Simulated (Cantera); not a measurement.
Input: 1 mol MgO, 0.45 mol C, 0.037 mol CO, held at 0.000400 bar.

Equilibrium computed with Cantera from the NASA thermochemical tables; the gas is ideal and each condensed phase is pure. Candidate condensed phases: C, Mg, MgCO3, MgO; 15 gas species. Rates play no part.

### Question
Which condensed phases are stable at each of these points (T (K)): 1150, 1350, 1550, 1750, 1950, 2150, 2350, 2550?

### Answer
```tsv
T (K)	condensed phases	Mg condensed (%)
1150	C(graphite) + MgO(s)	100.0
1350	C(graphite) + MgO(s)	99.9
1550	MgO(s)	55.0
1750	MgO(s)	55.0
1950	MgO(s)	54.6
2150	MgO(s)	49.9
2350	gas only	0.0
2550	gas only	0.0
```

From 1150 K to 1350 K the condensed part is C(graphite) + MgO(s). From 1550 K to 2150 K the condensed part is MgO(s). From 2350 K to 2550 K nothing is condensed.
